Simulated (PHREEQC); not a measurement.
Consider water at 10 °C with 0.0006 mol/kgw CaSO4, 7.5e-05 mol/kgw CO2 and 0.145 mol/kgw MgSO4. Closed to the air; pH follows from the charge balance.

All values are PHREEQC results (ion-association model, phreeqc.dat), not measurements.

No solid was allowed to form.

### Question
Order these C species by the share of C that they hold, largest first: MgHCO3+, HCO3-, CO2.

### Answer
CO2 (85 %), HCO3- (12 %), MgHCO3+ (3.4 %)

The pH is 5.44 and the ionic strength 0.304 mol/kgw. Away from 25 °C the constants follow the database's enthalpies or fits; those with neither stay at their 25 °C values.
